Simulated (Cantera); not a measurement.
Input: 1 mol NiS, 160 mol H2, 6.3 mol N2, equilibrated at 52.0 Pa.

These are equilibrium values from Cantera (NASA tables, ideal gas, pure condensed phases), not measurements of a reactor. Candidate condensed phases: Ni, NiS, NiS2, Ni3S2, Ni3S4, S; 17 gas species. The numbers say what is thermodynamically allowed, not how fast it happens.

Task: Which condensed phases are stable at each of these points (T (K)): 1675, 1700, 1725, 1750, 1775, 1800, 1825, 1850, 1875, 1900, 1925, 1950, 1975?

Result: 
```
T (K)  condensed phases  Ni condensed (%)
-----  ----------------  ----------------
1675              Ni(s)              41.1
1700              Ni(s)               8.9
1725           gas only               0.0
1750           gas only               0.0
1775           gas only               0.0
1800           gas only               0.0
1825           gas only               0.0
1850           gas only               0.0
1875           gas only               0.0
1900           gas only               0.0
1925           gas only               0.0
1950           gas only               0.0
1975           gas only               0.0
```

From 1675 K to 1700 K the condensed part is Ni(s). From 1725 K to 1975 K nothing is condensed.
